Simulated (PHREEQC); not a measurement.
0.48 g of hydrous ferric oxide (600 m²/g; 0.2 weak and 0.005 strong sites per Fe, Dzombak-Morel constants, diffuse double layer) in 1 kg of water with 0.1 mol/kgw of an inert sodium salt and 0.44 mmol/kgw Na2SeO3, at 25 °C; the pH is set by adding NaOH or the inert anion's acid. No oxygen is let in. CO2 from the air is kept out. Precipitation was switched off in this run.

All values are PHREEQC results (ion-association model, wateq4f.dat), not measurements.

```tsv
pH	Se sorbed (%)	surface charge σ (C/m²)	surface potential ψ (mV)
4	85.6	0.112	93
4.5	90.0	0.092	84
5	?	0.073	73
5.5	92.5	0.053	59
6	91.0	0.034	42
6.5	87.7	0.017	23
7	?	0.003	?
7.5	74.2	-0.012	-16
8	62.7	?	-33
8.5	47.1	-0.040	-48
9	29.9	-0.054	?
9.5	?	-0.072	-72
10	4.7	-0.098	-87
10.5	1.1	-0.139	-104
11	0.3	-0.191	-120
11.5	0.1	-0.250	-133
12	0.0	-0.307	-141
```

### Question
What belongs in the gaps?

### Answer

- 5, Se sorbed (%): 92.2
- 7, Se sorbed (%): 82.2
- 7, surface potential ψ (mV): 4
- 8, surface charge σ (C/m²): -0.026
- 9, surface potential ψ (mV): -60
- 9.5, Se sorbed (%): 14.6

The database's selenite sorption wasn't checked against measurements; a fall in acid may be a fault of its surface constants.
